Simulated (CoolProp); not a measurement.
Properties of R1132(E) along the isotherm 374 K.

Model: reference Helmholtz-energy equation of state, Akasaka 2024, in CoolProp.

```
p (bar)          phase  density (kg/m³)  cv (kJ/(kg K))  fugacity coefficient
-------  -------------  ---------------  --------------  --------------------
7.22               gas            15.47          0.9496                0.9622
14.4               gas            32.22          0.9630                0.9251
21.7               gas            50.98          0.9781                0.8880
28.9               gas            71.65          0.9949                0.8518
36.1               gas            95.15           1.014                0.8161
43.3               gas            122.5           1.036                0.7806
50.6               gas            156.0           1.062                0.7449
57.8     supercritical            197.8           1.093                0.7097
65       supercritical            254.5           1.130                0.6744
```
